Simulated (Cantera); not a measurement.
Input: 1 mol Cr2O3, 0.4 mol H2, 9.2 mol N2, held at 210000 Pa.

Equilibrium computed with Cantera from the NASA thermochemical tables; the gas is ideal and each condensed phase is pure. Candidate condensed phases: Cr, CrN, Cr2N, Cr2O3, H2O; 29 gas species. Mutual solubility and eutectic melting of coexisting phases are not modelled. Equilibrium is a limit: real reactors are often held back by kinetics, nucleation or transport. All values below are at 1398 K.

Base state: N2 0.958, H2 0.0416, H2O 5.98e-5 (mole fractions); condensed: CrN(s) + Cr2O3(s).

Question: What changes in the equilibrium state with this change: Cr2O3 replaced by FeS2?

Answer: 
```json
[
 {"species": "N2", "before": "0.958", "after": "0.922"},
 {"species": "S2", "before": "0", "after": "0.0373"},
 {"species": "H2S", "before": "0", "after": "0.0253"},
 {"species": "H2", "before": "0.0416", "after": "0.0147"},
 {"species": "SH", "before": "0", "after": "0.000245"},
 {"species": "H2O", "before": "5.98e-5", "after": "0"},
 {"species": "CrN(s), mol", "before": "0.000383", "after": "0"},
 {"species": "Cr2O3(s), mol", "before": "1.000", "after": "0"},
 {"species": "FeS(s), mol", "before": "0", "after": "1.00"}
]
```
FeS: taken at fixed stoichiometry. Further candidate phases: Fe, FeS, FeS2, S.
